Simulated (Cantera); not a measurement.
Feed: 1 mol TiCl4, 0.27 mol C3H8, 30 mol H2, at 1875 K and 7.50 mbar.

Equilibrium computed with Cantera from the NASA thermochemical tables; the gas is ideal and each condensed phase is pure. Candidate condensed phases: C, C6H6, C7H8, C8H18, Ti, TiC, TiCl2, TiCl3, TiCl4; 96 gas species. The tables' values for TiCl2 are old estimates; treat these amounts as uncertain. TiC: taken at fixed stoichiometry. Rates play no part.

Base state: H2 0.880, HCl 0.106, H 0.00710, TiCl2 0.00349, TiCl3 0.00216, Cl 0.000650, TiCl 7.03e-5 (mole fractions); condensed: TiC(s).

**Question.** What changes in the equilibrium state with this change: C3H8 from 0.27 to 3 mol?

**Answer.** 
| species | before | after |
|---|---|---|
| H2 | 0.880 | 0.902 |
| HCl | 0.106 | 0.0900 |
| H | 0.00710 | 0.00719 |
| TiCl2 | 0.00349 | 1.54e-5 |
| C2H2 (acetylene) | 1.12e-8 | 0.000286 |
| TiCl3 | 0.00216 | 7.98e-6 |
| TiC(s), mol | 0.810 | 0.999 |
| C(graphite), mol | 0 | 7.98 |
